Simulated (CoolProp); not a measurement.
Vapour pressure (MPa) of R365MFC: the reference equation beside estimates from Tc = 186.9 °C, pc = 3.266 MPa, ω = 0.377. Clausius-Clapeyron is anchored at 43.95 °C with a constant enthalpy of vaporisation of 27.59 kJ/mol.

Model: reference Helmholtz-energy equation of state, Lemmon 2016, in CoolProp.

| T (°C) | reference | Clausius-Clapeyron | van der Waals | Redlich-Kwong | Soave-Redlich-Kwong | Peng-Robinson |
|---|---|---|---|---|---|---|
| 38.95 | 0.09688 | 0.09789 | 0.5573 | 0.2182 | 0.09629 | 0.09675 |
| 43.95 | 0.1158 | 0.1158 | 0.6052 | 0.2506 | 0.1154 | 0.1156 |
| 49.05 | 0.1379 | 0.1366 | 0.6568 | 0.2871 | 0.1378 | 0.1378 |
| 54.05 | 0.1627 | 0.1599 | 0.7102 | 0.3265 | 0.1630 | 0.1626 |
| 59.15 | 0.1914 | 0.1868 | 0.7674 | 0.3705 | 0.1922 | 0.1914 |
| 64.15 | 0.2232 | 0.2167 | 0.8263 | 0.4176 | 0.2247 | 0.2234 |
| 69.25 | 0.2598 | 0.2508 | 0.8893 | 0.4698 | 0.2621 | 0.2602 |
| 74.25 | 0.2999 | 0.2884 | 0.9540 | 0.5254 | 0.3033 | 0.3006 |
| 79.35 | 0.3456 | 0.3311 | 1.023 | 0.5867 | 0.3502 | 0.3468 |
| 84.35 | 0.3954 | 0.3778 | 1.094 | 0.6514 | 0.4014 | 0.3971 |
| 89.45 | 0.4516 | 0.4304 | 1.169 | 0.7224 | 0.4593 | 0.4540 |
| 94.45 | 0.5125 | 0.4875 | 1.246 | 0.7971 | 0.5221 | 0.5157 |

Absolute difference from the reference over all 12 rows, mean and median: Clausius-Clapeyron 2.9 and 3.2 %, van der Waals 276.4 and 256.3 %, Redlich-Kwong 86.4 and 84.0 %, Soave-Redlich-Kwong 0.9 and 0.8 %, Peng-Robinson 0.2 and 0.2 %.
